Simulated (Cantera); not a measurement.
A perfectly stirred reactor is fed with 9.52 % CH₄, 90.5 % H₂, at 0.000560 bar; it is held at 1698 K, and followed from long to short residence time.

Cantera simulation using GRI-Mech 3.0 (53 species, 325 reactions); the numbers are that mechanism's predictions, not measurements. GRI-Mech 3.0 stops at C3 and has no aromatics, soot or wall deposition, so with more carbon than oxygen in the feed, carbon stays in small species such as C2H2 where larger ones or solid carbon would form. Radical loss at walls, strong at low pressure, is not modelled.

### Question
Predict: x(CH₄) at τ = 6.20 s; x(H₂) at τ = 6.20 s; x(CH₂) at τ = 6.20 s; x(C₂H₄) at τ = 6.20 s; x(H) at τ = 6.20 s; x(CH₄) at τ = 53.0 ms; x(H₂) at τ = 53.0 ms; x(CH₂) at τ = 53.0 ms; x(C₂H₄) at τ = 53.0 ms; x(H) at τ = 53.0 ms.

### Answer
| Quantity | Result |
|---|---|
| x(CH₄) at τ = 6.20 s | 0.0497 |
| x(H₂) at τ = 6.20 s | 0.928 |
| x(CH₂) at τ = 6.20 s | 1.39e-6 |
| x(C₂H₄) at τ = 6.20 s | 0.000253 |
| x(H) at τ = 6.20 s | 0.00126 |
| x(CH₄) at τ = 53.0 ms | 0.0951 |
| x(H₂) at τ = 53.0 ms | 0.905 |
| x(CH₂) at τ = 53.0 ms | 3.68e-9 |
| x(C₂H₄) at τ = 53.0 ms | 7.11e-7 |
| x(H) at τ = 53.0 ms | 3.98e-5 |
